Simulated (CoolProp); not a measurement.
Vapour-liquid equilibrium of CHF3 (R23) (1) + propylene (2) at -68.85 °C; x and y are mole fractions of (1).

Values from CoolProp's multi-fluid Helmholtz-energy mixture model, Penoncello 2003 and Lemmon 2013; pair parameters Bell 2016.

```tsv
x	bubble pressure, mixture model (MPa)	bubble pressure, Raoult's law (MPa)	y, mixture model	y, Raoult's law
0.05	?	0.04293	0.505	0.239
0.15	0.1155	0.06000	0.731	0.513
0.25	0.1459	0.07708	?	0.665
0.35	?	0.09416	0.832	0.763
0.45	0.1753	0.1112	0.850	0.830
0.55	0.1823	0.1283	0.863	0.879
0.65	0.1877	0.1454	0.875	0.917
0.75	0.1930	0.1625	0.890	0.947
0.85	?	0.1795	0.914	0.971
0.95	?	0.1966	0.961	0.991
```

Question: Fill in the missing entries.

Answer: 
- 0.05, bubble pressure, mixture model (MPa): 0.06726
- 0.25, y, mixture model: 0.800
- 0.35, bubble pressure, mixture model (MPa): 0.1643
- 0.85, bubble pressure, mixture model (MPa): 0.1986
- 0.95, bubble pressure, mixture model (MPa): 0.2038

The largest gap from Raoult's law is +92.5 % in bubble pressure, at x = 0.15. No azeotrope shows between x = 0.05 and 0.95.

The pair parameters rest on a limited set of measurements; away from them the model extrapolates. With so large a gap from Raoult's law the liquid may split in two, which this calculation doesn't test in full.
